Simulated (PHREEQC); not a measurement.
Dissolve 0.17 mol CuCl2 and 0.22 mol H3BO3 per kg of water at 25 °C. Closed to the air; pH follows from the charge balance.

The numbers come from PHREEQC with the ion-association model, phreeqc.dat.

```
quantity                   before     after
------------------------  -------  --------
pH                           4.16      4.28
ionic strength (mol/kgw)    0.445     0.234
Cu+2 (mol/kgw)              0.139    0.0746
CuCl+ (mol/kgw)            0.0295   0.00995
CuCl2 (mol/kgw)           0.00190  0.000401
```

Problem. Which change was made?
A) diluted 5-fold with water
B) 0.0058 mol/kgw CO2 added
C) CuCl2 from 0.17 to 0.085 mol/kgw

Solution. C, CuCl2 from 0.17 to 0.085 mol/kgw

Precipitation was switched off in this run.
